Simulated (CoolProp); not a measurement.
Properties of cyclopentane at several states.

The numbers come from the reference Helmholtz-energy equation of state, Gedanitz 2015 in CoolProp.

| T (°C) | p (MPa) | phase | cp (kJ/(kg K)) | cv (kJ/(kg K)) | expansivity (1/kK) | conductivity (mW/(m K)) | fugacity coefficient |
|---|---|---|---|---|---|---|---|
| 141.65 | 21.5 | liquid | 2.324 | 1.778 | 1.486 | 102 | 0.07672 |
| -21.55 | 2.84 | liquid | 1.605 | 1.105 | 1.156 | 146 | 0.001792 |
| 70.75 | 0.187 | gas | 1.464 | 1.314 | 3.465 | 16.6 | 0.9490 |

Thermal conductivity comes from a separate model (Vassiliou 2015).
